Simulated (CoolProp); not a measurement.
A Linde-Hampson liquefier for CF4 (R14): isothermal reversible compression at 320 K from 1 atm to 40 MPa, throttling to 1 atm, return gas leaving the recuperator 10 K below the feed. Each further row changes one setting.

Values from CoolProp's reference Helmholtz-energy equation of state, Platzer 1990. This equation is an older, rougher fit; its heat capacities, sound speeds and derivatives of the liquid may be far off and weren't checked against measurements.

| case | liquid yield per pass | compression work (kJ/kg of gas) |
|---|---|---|
| as stated | 0.230 | 169 |
| warm-end temperature 350 K | 0.179 | 190 |
| warm-end gap 15 K | 0.218 | 169 |
